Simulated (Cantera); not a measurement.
A closed system holds: 1 mol B, 9.4 mol N2, 0.34 mol H2O, equilibrated at 948.15 K and 293 Torr.

Cantera equilibrium calculation (NASA polynomials, part measured and part estimated; ideal gas, pure solids and liquids). Candidate condensed phases: B, BN, B2O3, B3O3H3, H2O; 39 gas species. N2 is the only nitrogen source here; it is nearly inert below about 1500 K, so the nitride shown seldom forms there in practice. Gases not in the tables: H3BO3. Kinetics and transport are ignored.

Base state: N2 0.964, H2 0.0361, H2O 0.000257 (mole fractions); condensed: BN(s) + B2O3(l).

### Question
What changes in the equilibrium state with this change: H2O from 0.34 to 0.07 mol?

### Answer
```csv
species,before,after
N2,0.964,0.992
H2,0.0361,0.00773
H2O,0.000257,5.56e-5
"BN(s), mol",0.775,0.954
"B2O3(l), mol",0.113,0.0232
```

### Question
What changes in the equilibrium state with this change: H2O from 0.34 to 2.4 mol?

### Answer
```tsv
species	before	after
N2	0.964	0.797
H2	0.0361	0.127
H2O	0.000257	0.0756
(HBO2)3	9.42e-8	0.000475
NH3	2.19e-6	1.32e-5
BN(s), mol	0.775	0
B2O3(l), mol	0.113	0.492
```

### Question
What changes in the equilibrium state with this change: B replaced by borazine?

### Answer
| species | before | after |
|---|---|---|
| N2 | 0.964 | 0.740 |
| H2 | 0.0361 | 0.258 |
| H2O | 0.000257 | 0.00168 |
| NH3 | 2.19e-6 | 3.68e-5 |
| BN(s), mol | 0.775 | 2.79 |
| B2O3(l), mol | 0.113 | 0.106 |
The feed counts by its element totals alone.
